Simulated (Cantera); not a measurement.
Charge: 1 mol Al2O3, 0.55 mol O2, equilibrated at 0.270 Torr.

Equilibrium computed with Cantera from the NASA thermochemical tables; the gas is ideal and each condensed phase is pure. Candidate condensed phases: Al, Al2O3; 9 gas species. The numbers say what is thermodynamically allowed, not how fast it happens. All values below are at 2175 K.

Base state: O2 0.886, O 0.114 (mole fractions); condensed: Al2O3(s).

**Question.** What changes in the equilibrium state with this change: Al2O3 replaced by TiO2?

**Answer.** 
```
species        before    after
-------------  ------  -------
O2              0.886    0.876
O               0.114    0.114
TiO2                0   0.0104
TiO                 0  1.30e-5
Al2O3(s), mol   1.000        0
TiO2(l), mol        0    0.994
```
Further candidate phases: Ti, TiO, TiO2, Ti2O3, Ti3O5, Ti4O7.
